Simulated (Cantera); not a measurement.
Input: 1 mol NH₃, 0.32 mol SO₂, held at 66.0 bar.

Cantera equilibrium calculation (NASA polynomials, part measured and part estimated; ideal gas, pure solids and liquids). Candidate condensed phases: H₂O, H₂SO₄, S; 35 gas species. The ideal-gas law is rough above about 30 bar. Rates play no part. All values below are at 3075 K.

Base state: H₂ 0.365, H₂O 0.262, N₂ 0.231, H₂S 0.0404, SH 0.0311, S₂ 0.0238, H 0.0147, SO 0.0143 (mole fractions); condensed: gas only.

**Question.** What changes in the equilibrium state with this change: 0.95 mol H₂ added?

**Answer.** 
| species | before | after |
|---|---|---|
| H₂ | 0.365 | 0.531 |
| H₂O | 0.262 | 0.196 |
| N₂ | 0.231 | 0.161 |
| SO | 0.0143 | 0.00523 |
| S₂ | 0.0238 | 0.0120 |
| H | 0.0147 | 0.0177 |
| SH | 0.0311 | 0.0266 |
| H₂S | 0.0404 | 0.0417 |
| SO₂ | 0.00703 | 0.00132 |
| S₂O | 0.000593 | 0.000154 |
